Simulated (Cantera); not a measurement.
A closed system holds: 1 mol C₃H₆, 1.8 mol H₂, 4.3 mol H₂O, equilibrated at 2727 °C and 750 Torr.

Equilibrium computed with Cantera from the NASA thermochemical tables; the gas is ideal and each condensed phase is pure. Candidate condensed phases: C, C₆H₆, C₇H₈, C₈H₁₈, H₂O; 110 gas species. Equilibrium is a limit: real reactors are often held back by kinetics, nucleation or transport.

Base state: H₂ 0.554, CO 0.227, H 0.118, H₂O 0.0886, OH 0.00624, CO₂ 0.00491, O 0.000811, O₂ 5.13e-5 (mole fractions); condensed: gas only.

Q: What changes in the equilibrium state with this change: pressure from 750 Torr to 315 Torr?

A: 
```tsv
species	before	after
H₂	0.554	0.509
CO	0.227	0.220
H	0.118	0.174
H₂O	0.0886	0.0813
O	0.000811	0.00193
O₂	5.13e-5	0.000122
OH	0.00624	0.00922
```

Q: What changes in the equilibrium state with this change: pressure from 750 Torr to 1.00 Torr?

A: 
```tsv
species	before	after
H	0.118	0.771
CO	0.227	0.138
O	0.000811	0.0549
H₂	0.554	0.0318
H₂O	0.0886	0.000458
CO₂	0.00491	0.000269
O₂	5.13e-5	0.000313
OH	0.00624	0.00369
```

Q: What changes in the equilibrium state with this change: pressure from 750 Torr to 75.0 Torr?

A: 
```csv
species,before,after
H₂,0.554,0.396
H,0.118,0.314
CO,0.227,0.201
H₂O,0.0886,0.0602
OH,0.00624,0.0159
O,0.000811,0.00771
O₂,5.13e-5,0.000463
CO₂,0.00491,0.00412
```
